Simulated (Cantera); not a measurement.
Standard-state values (1 bar) from the NASA 1993 polynomials, evaluated with Cantera. Values are per mole of reaction as written; species without (g) are pure solids or liquids, kept so even where they would boil at 1 bar.

5 N(g) + P4O10(g) ⇌ 5 NO2(g) + P4(g)

```json
[
 {"T (K)": "2823", "ΔH° (kJ)": "623.8", "ΔS° (J/K)": "177.1", "ΔG° (kJ)": "123.7", "log10 K": "-2.29"},
 {"T (K)": "2848", "ΔH° (kJ)": "?", "ΔS° (J/K)": "?", "ΔG° (kJ)": "?", "log10 K": "?"},
 {"T (K)": "2873", "ΔH° (kJ)": "621.4", "ΔS° (J/K)": "176.3", "ΔG° (kJ)": "114.8", "log10 K": "-2.09"},
 {"T (K)": "2898", "ΔH° (kJ)": "620.2", "ΔS° (J/K)": "175.9", "ΔG° (kJ)": "110.4", "log10 K": "-1.99"},
 {"T (K)": "2923", "ΔH° (kJ)": "?", "ΔS° (J/K)": "?", "ΔG° (kJ)": "?", "log10 K": "?"},
 {"T (K)": "2948", "ΔH° (kJ)": "617.9", "ΔS° (J/K)": "175.1", "ΔG° (kJ)": "101.7", "log10 K": "-1.80"},
 {"T (K)": "2973", "ΔH° (kJ)": "?", "ΔS° (J/K)": "?", "ΔG° (kJ)": "?", "log10 K": "?"},
 {"T (K)": "2998", "ΔH° (kJ)": "615.6", "ΔS° (J/K)": "174.4", "ΔG° (kJ)": "92.9", "log10 K": "-1.62"}
]
```

Q: Some entries are withheld; supply them.

A: 
- 2848, ΔH° (kJ): 622.6
- 2848, ΔS° (J/K): 176.7
- 2848, ΔG° (kJ): 119.3
- 2848, log10 K: -2.19
- 2923, ΔH° (kJ): 619.1
- 2923, ΔS° (J/K): 175.5
- 2923, ΔG° (kJ): 106.0
- 2923, log10 K: -1.89
- 2973, ΔH° (kJ): 616.8
- 2973, ΔS° (J/K): 174.7
- 2973, ΔG° (kJ): 97.3
- 2973, log10 K: -1.71
